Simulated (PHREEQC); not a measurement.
## Copper plating or etch bath

Solution (25 °C): 34 mmol/kgw Cu(BF4)2, 3.5 mmol/kgw HBF4 and 0.72 mmol/kgw KCl. Closed to the air; pH follows from the charge balance.

Computed with PHREEQC (ion-association model, wateq4f.dat).

This is a speciation only: nothing precipitates in the calculation.

Question: What pH does the model give?

Answer: pH 2.44.

Question: In which forms is F present?

Answer: BF4- 93 %, BF3OH- 3.4 %, HF 2.6 %, F- 0.6 % of the F.

Species that the database lacks are ignored. Real BF4- forms and hydrolyses slowly; the run takes it at equilibrium.
